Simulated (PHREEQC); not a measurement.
A PHREEQC speciation (ion-association model, wateq4f.dat) at 45 °C gives pH 5.04 and these molalities:

| species | mol/kgw |
|---|---|
| MnSO4 | 0.0696 |
| Mn+2 | 0.0680 |
| SO4-2 | 0.0646 |
| Cl- | 0.0331 |
| Na+ | 0.0156 |
| Cu+2 | 0.00468 |
| CuSO4 | 0.00438 |
| MnCl+ | 0.00243 |
| NaSO4- | 0.00137 |
| CuCl+ | 0.000287 |
| HSO4- | 3.19e-5 |
| Cu2(OH)2+2 | 2.04e-5 |
| MnCl2 | 1.55e-5 |
| H+ | 1.18e-5 |
| CuCl2 | 2.66e-6 |
| CuOH+ | 2.08e-6 |

Problem. What are the element totals, and what could have been dissolved in 1 kg of water to give them?

Solution. Several could match; the one computed here: totals Cl 0.0358, Cu(2) 0.00940, Mn(2) 0.140, Na 0.0170, S(6) 0.140 mol/kgw, from 140 mmol/kgw MnSO4, 9.4 mmol/kgw CuCl2 and 17 mmol/kgw NaCl.

This is a speciation only: nothing precipitates in the calculation. The solution is supersaturated, for example in Atacamite, Tenorite (slow to form), so a real one may precipitate; this is no full list. Species that the database lacks are ignored. Away from 25 °C the constants follow the database's enthalpies or fits; those with neither stay at their 25 °C values.
